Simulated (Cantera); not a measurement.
## HF + H₂O + N₂ (abatement and gas-phase synthesis)

Feed: 1 mol HF, a varied amount of H₂O, 14 mol N₂, equilibrated at 3200 K and 7.60 mbar.

Cantera equilibrium calculation (NASA polynomials, part measured and part estimated; ideal gas, pure solids and liquids). Candidate condensed phases: H₂O; 40 gas species. Rates play no part.

| n(H₂O) (mol) | log p N₂ | log p H | log p F | log p O | log p HF |
|---|---|---|---|---|---|
| 0.075 | -2.17 | -3.42 | -3.51 | -4.47 | -3.77 |
| 0.09 | -2.17 | -3.41 | -3.52 | -4.39 | -3.76 |
| 0.11 | -2.18 | -3.40 | -3.52 | -4.31 | -3.76 |
| 0.13 | -2.18 | -3.38 | -3.53 | -4.24 | -3.75 |
| 0.16 | -2.18 | -3.36 | -3.54 | -4.15 | -3.74 |
| 0.19 | -2.18 | -3.34 | -3.55 | -4.08 | -3.73 |
| 0.23 | -2.18 | -3.32 | -3.56 | -4.00 | -3.71 |
| 0.27 | -2.19 | -3.29 | -3.57 | -3.93 | -3.70 |
| 0.33 | -2.19 | -3.26 | -3.59 | -3.85 | -3.69 |
| 0.4 | -2.20 | -3.22 | -3.61 | -3.77 | -3.68 |
| 0.48 | -2.20 | -3.19 | -3.64 | -3.70 | -3.66 |
| 0.57 | -2.21 | -3.15 | -3.66 | -3.63 | -3.65 |
log p: log10 of the partial pressure in bar; nothing condenses.

From 0.075 mol H₂O to 0.57 mol H₂O nothing is condensed.
